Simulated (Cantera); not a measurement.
Input: 1 mol SiH₄, 2.3 mol NH₃, 1.4 mol H₂, at 1202 °C.

Method: chemical equilibrium by Gibbs-energy minimisation in Cantera with the NASA 1993 tables (ideal gas, pure condensed phases). Candidate condensed phases: Si, Si₃N₄; 18 gas species. Equilibrium is a limit: real reactors are often held back by kinetics, nucleation or transport.

### Question
At 1.00 bar, list the 4 most abundant gas species with their mole fractions, and the condensed phases.

### Answer
H₂ 0.934, N₂ 0.0659, NH₃ 1.55e-5, H 1.25e-5. Condensed: Si₃N₄(s).
